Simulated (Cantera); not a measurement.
Feed: 1 mol MgO, 1.1 mol NF₃, held at 1650 °C and 0.00130 bar.

These are equilibrium values from Cantera (NASA tables, ideal gas, pure condensed phases), not measurements of a reactor. Candidate condensed phases: Mg, MgF₂, MgO; 24 gas species. Kinetics and transport are ignored.

Base state: F 0.387, MgF₂ 0.298, N₂ 0.163, O₂ 0.146, O 0.00383, NO 0.00233 (mole fractions); condensed: gas only.

What changes in the equilibrium state with this change: NF₃ from 1.1 to 0.72 mol?


```csv
species,before,after
MgF₂,0.298,0.494
O₂,0.146,0.243
N₂,0.163,0.176
F,0.387,0.0790
Mg₂F₄,7.49e-6,2.06e-5
NO,0.00233,0.00313
```
